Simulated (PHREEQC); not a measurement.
Consider water at 25 °C with 0.65 mol/kgw LiCl, 0.011 mol/kgw H3BO3 and 0.00011 mol/kgw H4SiO4. Closed to the air; pH follows from the charge balance.

All values are PHREEQC results (Pitzer model, pitzer.dat), not measurements.

```yaml
pH: 5.40
ionic_strength: 0.650 mol/kgw
activity_of_water: 0.977
specific_conductance: 51000 µS/cm
density: 1.013 g/cm³
osmotic_coefficient: 0.979
```

| species | molality | activity | log γ |
|---|---|---|---|
| Cl- | 0.650 | 0.410 | -0.200 |
| Li+ | 0.650 | 0.575 | -0.053 |
| B(OH)3 | 0.0110 | 0.0124 | 0.051 |
| H4SiO4 | 0.000110 | 0.000131 | 0.077 |
| H+ | 4.34e-6 | 3.95e-6 | -0.040 |
| B(OH)4- | 4.29e-6 | 1.76e-6 | -0.386 |
| B3O3(OH)4- | 2.86e-8 | 1.49e-8 | -0.284 |
| H3SiO4- | 1.10e-8 | 4.90e-9 | -0.350 |
| OH- | 5.48e-9 | 2.50e-9 | -0.340 |

Precipitation was switched off in this run.
